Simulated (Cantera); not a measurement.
Premixed flame

A freely propagating, adiabatic, planar premixed flame of 27.9 % H2, 15.2 % O2, 56.9 % N2, equivalence ratio 0.92, unburnt at 600 K and 0.110 bar; mixture-averaged transport, grid criteria slope 0.08 and curve 0.16, no radiation.

Computed with Cantera and the H2/O2 subset of GRI-Mech 3.0, which has no nitrogen chemistry. Burning velocities carry a grid error of a few per cent, more on coarse grids.

```json
[
 {"z (mm)": "-25.5", "T (K)": "600", "u (m/s)": "5.61", "x H2": "0.279", "x O2": "0.152", "x HO2": "<1e-8", "x H2O2": "<1e-8", "x H2O": "<1e-8", "x OH": "<1e-8"},
 {"z (mm)": "-17.0", "T (K)": "600", "u (m/s)": "5.61", "x H2": "0.279", "x O2": "0.152", "x HO2": "<1e-8", "x H2O2": "<1e-8", "x H2O": "<1e-8", "x OH": "<1e-8"},
 {"z (mm)": "-12.8", "T (K)": "600", "u (m/s)": "5.61", "x H2": "0.279", "x O2": "0.152", "x HO2": "<1e-8", "x H2O2": "<1e-8", "x H2O": "<1e-8", "x OH": "<1e-8"},
 {"z (mm)": "-8.51", "T (K)": "600", "u (m/s)": "5.61", "x H2": "0.279", "x O2": "0.152", "x HO2": "2.60e-7", "x H2O2": "<1e-8", "x H2O": "1.59e-8", "x OH": "<1e-8"},
 {"z (mm)": "-4.25", "T (K)": "605", "u (m/s)": "5.65", "x H2": "0.278", "x O2": "0.151", "x HO2": "4.21e-5", "x H2O2": "3.73e-7", "x H2O": "0.000363", "x OH": "1.90e-5"},
 {"z (mm)": "-2.13", "T (K)": "713", "u (m/s)": "6.59", "x H2": "0.258", "x O2": "0.148", "x HO2": "3.03e-5", "x H2O2": "5.43e-7", "x H2O": "0.0102", "x OH": "0.000271"},
 {"z (mm)": "0", "T (K)": "1092", "u (m/s)": "9.80", "x H2": "0.123", "x O2": "0.100", "x HO2": "1.31e-5", "x H2O2": "6.20e-7", "x H2O": "0.110", "x OH": "0.00320"},
 {"z (mm)": "2.13", "T (K)": "1360", "u (m/s)": "12.1", "x H2": "0.0424", "x O2": "0.0478", "x HO2": "5.48e-6", "x H2O2": "7.44e-7", "x H2O": "0.200", "x OH": "0.00806"},
 {"z (mm)": "4.25", "T (K)": "1478", "u (m/s)": "13.0", "x H2": "0.0403", "x O2": "0.0424", "x HO2": "4.17e-6", "x H2O2": "5.86e-7", "x H2O": "0.210", "x OH": "0.0105"},
 {"z (mm)": "8.51", "T (K)": "1617", "u (m/s)": "14.1", "x H2": "0.0415", "x O2": "0.0391", "x HO2": "3.21e-6", "x H2O2": "3.57e-7", "x H2O": "0.218", "x OH": "0.0133"},
 {"z (mm)": "17.0", "T (K)": "1771", "u (m/s)": "15.3", "x H2": "0.0414", "x O2": "0.0356", "x HO2": "2.41e-6", "x H2O2": "1.87e-7", "x H2O": "0.227", "x OH": "0.0161"},
 {"z (mm)": "34.0", "T (K)": "1932", "u (m/s)": "16.4", "x H2": "0.0391", "x O2": "0.0319", "x HO2": "1.79e-6", "x H2O2": "9.88e-8", "x H2O": "0.239", "x OH": "0.0183"},
 {"z (mm)": "68.1", "T (K)": "2089", "u (m/s)": "17.5", "x H2": "0.0348", "x O2": "0.0281", "x HO2": "1.38e-6", "x H2O2": "5.95e-8", "x H2O": "0.253", "x OH": "0.0193"}
]
```
x: mole fraction of selected species; z is measured from the peak of heat release.

```yaml
laminar_burning_velocity: 561 cm/s
thermal_thickness: 8.51 mm
peak x(HO2): 4.28e-5
peak x(H2O2): 7.92e-7
peak x(OH): 0.0193
grid_points: 131
```
